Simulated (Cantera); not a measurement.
A diamond (100) surface in a fixed gas of H2 with x(CH4) = 0.0036, x(H) = 0.0059, x(CH3) = 0.0001, 0.0110 bar; coverages are run to steady state.

Computed with Cantera and the Harris–Goodwin 1993 mechanism for the reconstructed diamond (100) surface.

θ: site fractions in the mechanism's names (c6HH fully hydrogenated, c6H* and c6*H radical sites, c6** diradical, c6HM methylated).

```json
[
 {"T (K)": "900", "growth (µm/h)": "0.336", "θ c6HH": "0.680", "θ c6H*": "0.0103", "θ c6*H": "0.288", "θ c6**": "0.00429", "θ c6HM": "0.0139"},
 {"T (K)": "975", "growth (µm/h)": "0.475", "θ c6HH": "[?]", "θ c6H*": "[?]", "θ c6*H": "[?]", "θ c6**": "[?]", "θ c6HM": "[?]"},
 {"T (K)": "1050", "growth (µm/h)": "0.490", "θ c6HH": "0.549", "θ c6H*": "0.0228", "θ c6*H": "0.407", "θ c6**": "0.0133", "θ c6HM": "0.00505"},
 {"T (K)": "1125", "growth (µm/h)": "[?]", "θ c6HH": "[?]", "θ c6H*": "[?]", "θ c6*H": "0.454", "θ c6**": "[?]", "θ c6HM": "[?]"},
 {"T (K)": "1200", "growth (µm/h)": "0.178", "θ c6HH": "0.441", "θ c6H*": "0.0383", "θ c6*H": "0.490", "θ c6**": "0.0294", "θ c6HM": "0.000385"},
 {"T (K)": "1275", "growth (µm/h)": "0.157", "θ c6HH": "0.397", "θ c6H*": "0.0463", "θ c6*H": "0.516", "θ c6**": "0.0396", "θ c6HM": "8.50e-5"},
 {"T (K)": "1350", "growth (µm/h)": "0.156", "θ c6HH": "0.360", "θ c6H*": "0.0542", "θ c6*H": "0.534", "θ c6**": "0.0507", "θ c6HM": "1.89e-5"}
]
```

Problem. Complete the blanks.

Solution. 
- 975, θ c6HH: 0.612
- 975, θ c6H*: 0.0160
- 975, θ c6*H: 0.351
- 975, θ c6**: 0.00797
- 975, θ c6HM: 0.00940
- 1125, growth (µm/h): 0.308
- 1125, θ c6HH: 0.492
- 1125, θ c6H*: 0.0303
- 1125, θ c6**: 0.0206
- 1125, θ c6HM: 0.00166
